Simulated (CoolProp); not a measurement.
A simple Rankine cycle with water: condensing at 302.15 K, boiler at 0.283 MPa, turbine inlet 409.7 K, turbine efficiency 0.9, pump efficiency 0.8, no recuperator. Each further row changes one setting.

Model: reference Helmholtz-energy equation of state, Wagner 2002, in CoolProp.

| case | thermal efficiency (%) | net work (kJ/kg) | heat in (kJ/kg) | turbine exit temperature (K) | volume ratio over the turbine |
|---|---|---|---|---|---|
| as stated | 21.1 | 551 | 2610 | 302.1 | 45.3 |
| turbine inlet 429.7 K | 21.2 | 562 | 2650 | 302.1 | 43.6 |
| condensing temperature 294.15 K | 22.7 | 599 | 2640 | 294.1 | 70.1 |
| boiler pressure 0.198 MPa | 19.5 | 509 | 2620 | 302.1 | 32.2 |
| turbine efficiency 0.8 | 18.8 | 490 | 2610 | 302.1 | 46.7 |

The expansion ends wet for: as stated; turbine inlet 429.7 K; condensing temperature 294.15 K; boiler pressure 0.198 MPa; turbine efficiency 0.8.
